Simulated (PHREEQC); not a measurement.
1 kg of water holding 0.25 mol Na2SO4, 0.047 mol NaCl and 0.02 mol Na2CO3 is evaporated at 25 °C; the solids stay in contact with the brine. CO2 from the air is kept out. Only these solids could form: Burkeite, Halite, Mirabilite, Nahcolite, Natron, Thenardite, Trona.

Equilibrium calculation in PHREEQC: Pitzer model, pitzer.dat.

Q: Predict ionic strength, water activity, Cl in solution (mol/kgw), pH at water left (kg) = 0.4563, 0.2534, 0.02097.

A: 
| water left (kg) | ionic strength | water activity | Cl in solution (mol/kgw) | pH |
|---|---|---|---|---|
| 0.4563 | 1.88 | 0.975 | 0.103 | 10.98 |
| 0.2534 | 3.38 | 0.957 | 0.186 | 11.06 |
| 0.02097 | 9.91 | 0.805 | 2.24 | 11.55 |

Complexes and solids missing from the database can't appear.
